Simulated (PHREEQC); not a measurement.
30 mol of Gypsum (CaSO4:2H2O) is brought to equilibrium with 1 kg of water holding 0.24 mol/kgw LiCl, at 19 °C and several pressures. CO2 from the air is kept out. Solids allowed: Gypsum. Others were left out.

Base run: PHREEQC, Pitzer model, pitzer.dat. Each further column changes one thing. The table gives dissolved Ca (mol/kgw).

```csv
P (atm),base,temperature from 19 to 35 °C
1,0.0261,…
50,0.0273,0.0285
100,0.0284,0.0295
200,0.0306,…
300,0.0326,0.0338
400,0.0345,0.0359
500,0.0363,0.0380
600,0.0379,…
800,0.0406,0.0441
1000,0.0426,0.0480
```

Q: Some entries are withheld; supply them.

A: 
- 1, temperature from 19 to 35 °C: 0.0274
- 200, temperature from 19 to 35 °C: 0.0317
- 600, temperature from 19 to 35 °C: 0.0401
